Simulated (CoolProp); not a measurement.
The fluid at 420.47 K and 1.29 MPa flows at 1 m/s in a round tube of 20 mm bore and 1.5 µm roughness, fully developed (64/Re and Nu = 3.66 if laminar; Colebrook and Gnielinski if turbulent). The same conditions are run with several fluids, on thermodynamics alone (safety and materials aside).

Model: reference Helmholtz-energy equation of state of each fluid (o-xylene: Zhou 2012; benzene: Thol 2012; ethanol: Schroeder 2014; n-hexane: Thol 2019; n-octane: Beckmüller 2019), in CoolProp.

Q: Rank o-xylene, benzene, ethanol, n-hexane, n-octane by Reynolds number, highest first.

A: n-hexane (98100), benzene (82000), ethanol (73900), n-octane (68400), o-xylene (62700)

| fluid | Darcy friction factor | pressure drop (Pa/m) | heat-transfer coefficient (W/(m² K)) | mass flow (kg/h) |
|---|---|---|---|---|
| o-xylene | 0.0202 | 388 | 1810 | 869 |
| benzene | 0.0191 | 351 | 2000 | 831 |
| ethanol | 0.0195 | 319 | 2800 | 740 |
| n-hexane | 0.0185 | 243 | 1970 | 596 |
| n-octane | 0.0198 | 294 | 1760 | 670 |

Transport values come from each fluid's own correlations.
